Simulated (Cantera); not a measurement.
Premixed flame

A freely propagating, adiabatic, planar premixed flame of 41.1 % H2, 10.8 % O2, 40.7 % N2, 7.40 % H2O, equivalence ratio 1.9, unburnt at 625 K and 10.0 bar; mixture-averaged transport, grid criteria slope 0.08 and curve 0.16, no radiation.

Model: the H2/O2 subset of GRI-Mech 3.0, which has no nitrogen chemistry, integrated in Cantera. The hydrogen kinetics of GRI-Mech 3.0 are dated; newer H2 mechanisms differ, most at raised pressure. Burning velocities carry a grid error of a few per cent, more on coarse grids.

```csv
z (mm),T (K),u (m/s),x H2,x O2,x H2O,x O,x OH,x HO2
-0.0716,625,6.76,0.411,0.108,0.0740,<1e-8,<1e-8,<1e-8
-0.0478,625,6.76,0.411,0.108,0.0741,<1e-8,<1e-8,8.29e-8
-0.0358,626,6.76,0.410,0.108,0.0741,<1e-8,<1e-8,8.72e-7
-0.0239,631,6.79,0.407,0.109,0.0747,8.95e-8,<1e-8,1.50e-5
-0.0119,736,7.69,0.385,0.110,0.0834,1.32e-5,5.19e-5,0.000942
-0.00597,1038,10.5,0.346,0.0982,0.118,0.000204,0.000736,0.00135
0,1419,14.1,0.292,0.0700,0.182,0.000909,0.00166,0.000656
0.00597,1688,16.6,0.246,0.0380,0.244,0.00131,0.00291,0.000299
0.0119,1837,18.0,0.219,0.0176,0.283,0.00107,0.00378,0.000128
0.0239,1970,19.2,0.203,0.00372,0.310,0.000560,0.00418,2.51e-5
0.0478,2063,20.0,0.204,0.000433,0.319,0.000260,0.00352,3.17e-6
0.0955,2130,20.6,0.208,8.65e-5,0.323,0.000102,0.00240,7.87e-7
0.191,2172,20.9,0.210,2.77e-5,0.325,3.38e-5,0.00144,2.34e-7
```
x: mole fraction of selected species; z is measured from the peak of heat release.

- laminar burning velocity = 676 cm/s
- thermal thickness = 0.0239 mm
- peak x(O) = 0.00131
- peak x(OH) = 0.00420
- peak x(HO2) = 0.00153
- grid points = 113
